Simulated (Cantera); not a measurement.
An isothermal, constant-pressure homogeneous reactor starts with 5.88 % NO, 94.1 % N2, at 2148 K and 0.987 atm.

Computed with Cantera and GRI-Mech 3.0 (53 species, 325 reactions).

One state of this run: x NO = 0.00731; x O = 0.000311; x O2 = 0.0256; x NO2 = 3.50e-6; x N2 = 0.967; x N2O = 2.86e-7. x: mole fraction; the columns are a selection and need not sum to one.

### Question
Which value of t (s) does it belong to?
(A) 1.69
(B) 20.0
(C) 0.493
(D) 0.0122

### Answer
A, 1.69
